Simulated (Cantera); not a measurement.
A closed system holds: 1 mol MgO, a varied amount of HBr, 2.4 mol O2, held at 0.360 bar.

Cantera equilibrium calculation (NASA polynomials, part measured and part estimated; ideal gas, pure solids and liquids). Candidate condensed phases: Br2, H2O, Mg, MgBr2, MgO, Mg(OH)2; 20 gas species. Rates play no part.

### Question
What condenses at these points (T in K, n(HBr) in mol): (1823, 25); (1823, 29); (1573, 32); (1523, 32); (1873, 4.2)?

### Answer
```csv
T (K),n(HBr) in mol,condensed phases,Mg condensed (%)
1823,25,gas only,0.0
1823,29,gas only,0.0
1573,32,gas only,0.0
1523,32,gas only,0.0
1873,4.2,MgO,92.2
```
